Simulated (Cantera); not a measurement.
## Abatement and gas-phase synthesis: SF₆ + H₂ + O₂

A closed system holds: 1 mol SF₆, 0.34 mol H₂, a varied amount of O₂, held at 3048.15 K and 1 atm.

These are equilibrium values from Cantera (NASA tables, ideal gas, pure condensed phases), not measurements of a reactor. Candidate condensed phases: H₂O, H₂SO₄, S; 43 gas species. The tables' values for SOF₂, S₂F₂ (SSF₂), SF₃ are old estimates; treat these amounts as uncertain. Equilibrium is a limit: real reactors are often held back by kinetics, nucleation or transport.

```json
[
 {"n(O₂) (mol)": "0.37", "x F": "0.752", "x O₂": "0.00114", "x HF": "0.101", "x SO₂": "0.0243", "x O": "0.00448", "x SO": "0.0540", "x S": "0.0247", "x SF": "0.0222"},
 {"n(O₂) (mol)": "0.52", "x F": "0.749", "x O₂": "0.00266", "x HF": "0.0993", "x SO₂": "0.0402", "x O": "0.00682", "x SO": "0.0586", "x S": "0.0176", "x SF": "0.0157"},
 {"n(O₂) (mol)": "0.73", "x F": "0.743", "x O₂": "0.00747", "x HF": "0.0969", "x SO₂": "0.0632", "x O": "0.0114", "x SO": "0.0549", "x S": "0.00983", "x SF": "0.00870"},
 {"n(O₂) (mol)": "1", "x F": "0.727", "x O₂": "0.0219", "x HF": "0.0938", "x SO₂": "0.0846", "x O": "0.0196", "x SO": "0.0429", "x S": "0.00448", "x SF": "0.00388"},
 {"n(O₂) (mol)": "1.4", "x F": "0.693", "x O₂": "0.0561", "x HF": "0.0889", "x SO₂": "0.0959", "x O": "0.0314", "x SO": "0.0304", "x S": "0.00199", "x SF": "0.00164"},
 {"n(O₂) (mol)": "2", "x F": "0.641", "x O₂": "0.112", "x HF": "0.0821", "x SO₂": "0.0968", "x O": "0.0442", "x SO": "0.0218", "x S": "0.00101", "x SF": "0.000771"},
 {"n(O₂) (mol)": "2.8", "x F": "0.582", "x O₂": "0.178", "x HF": "0.0744", "x SO₂": "0.0919", "x O": "0.0559", "x SO": "0.0163", "x S": "0.000599", "x SF": "0.000415"},
 {"n(O₂) (mol)": "3.8", "x F": "0.521", "x O₂": "0.248", "x HF": "0.0665", "x SO₂": "0.0845", "x O": "0.0660", "x SO": "0.0127", "x S": "0.000395", "x SF": "0.000245"},
 {"n(O₂) (mol)": "5.4", "x F": "0.446", "x O₂": "0.336", "x HF": "0.0569", "x SO₂": "0.0739", "x O": "0.0767", "x SO": "0.00957", "x S": "0.000255", "x SF": "0.000136"},
 {"n(O₂) (mol)": "7.5", "x F": "0.375", "x O₂": "0.420", "x HF": "0.0479", "x SO₂": "0.0630", "x O": "0.0858", "x SO": "0.00730", "x S": "0.000174", "x SF": "7.80e-5"}
]
```
x: gas mole fraction; nothing condenses.

From 0.37 mol O₂ to 7.5 mol O₂ nothing is condensed.
